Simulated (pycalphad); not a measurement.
All values are pycalphad results on the COST 507 light-alloy database (1999) (1 atm), not direct measurements. The data set is of 1999 and partly superseded. Kinetics are ignored, which matters at the lower temperatures.

Problem. How does the equilibrium phase assembly of Ti-1.68Hf-3.43B (at.%) change on cooling from 2577 °C to 277 °C?

Solution. 
| T (°C) | phases above | phases below |
|---|---|---|
| 1595.3 | liquid | bcc + liquid |
| 1541.1 | bcc + liquid | bcc + BM |
| 870.2 | bcc + BM | bcc + BM + hcp |
| 866.2 | bcc + BM + hcp | BM + hcp |
Changes were sought between steps of 100 K, so a narrower field can be missed.

Database names, with the compositions (at.%) that they take in these runs: BM: Ti 50 B 50.
